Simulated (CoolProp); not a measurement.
Vapour-liquid equilibrium of carbon dioxide (1) + R134a (2) at 0.874 MPa; x and y are mole fractions of (1).

Values from CoolProp's multi-fluid Helmholtz-energy mixture model, Span 1996 and Tillner-Roth 1994; pair parameters Bell 2016.

Task: Give the bubble temperature and the first vapour's composition at x = 0.15, 0.65, 0.95. Is there an azeotrope?

Result: x = 0.15: 10.1 °C, y = 0.553; x = 0.65: -32.2 °C, y = 0.961; x = 0.95: -42.3 °C, y = 0.996. No azeotrope shows between x = 0.05 and 0.95.

The pair parameters rest on a limited set of measurements; away from them the model extrapolates.
